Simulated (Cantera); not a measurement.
Charge: 1 mol SiH₂Cl₂, 43 mol H₂, at 1800 K and 1.20 mbar.

Cantera equilibrium calculation (NASA polynomials, part measured and part estimated; ideal gas, pure solids and liquids). Candidate condensed phases: Si; 19 gas species. The tables' values for SiCl are old estimates; treat these amounts as uncertain. Gases not in the tables: Si₂H₆ and higher silanes. Equilibrium is a limit: real reactors are often held back by kinetics, nucleation or transport.

Base state: H₂ 0.947, HCl 0.0353, H 0.0101, SiCl₂ 0.00408, Si 0.00265, SiCl 0.000288, Cl 0.000287, SiH 0.000102 (mole fractions); condensed: Si(l).

Problem. What changes in the equilibrium state with this change: pressure from 1.20 mbar to 72.0 mbar?

Solution. 
```
species       before    after
----------  --------  -------
H₂             0.947    0.958
HCl           0.0353   0.0359
SiCl₂        0.00408  0.00417
H             0.0101  0.00131
Si           0.00265  4.41e-5
Si₂          1.60e-5  2.67e-7
SiCl₃        2.59e-6  2.07e-5
SiH         0.000102  1.32e-5
Si(l), mol     0.674    0.806
```
The tables' values for SiCl, SiCl₃ are old estimates; treat these amounts as uncertain.

Problem. What changes in the equilibrium state with this change: temperature from 1800 K to 2400 K?

Solution. 
| species | before | after |
|---|---|---|
| H₂ | 0.947 | 0.593 |
| H | 0.0101 | 0.354 |
| HCl | 0.0353 | 0.0249 |
| Si | 0.00265 | 0.0175 |
| Cl | 0.000287 | 0.0106 |
| SiCl₂ | 0.00408 | 1.61e-5 |
| SiH₂ | 2.83e-5 | 4.02e-6 |
| Si₂ | 1.60e-5 | 3.86e-6 |
| Si(l), mol | 0.674 | 0 |
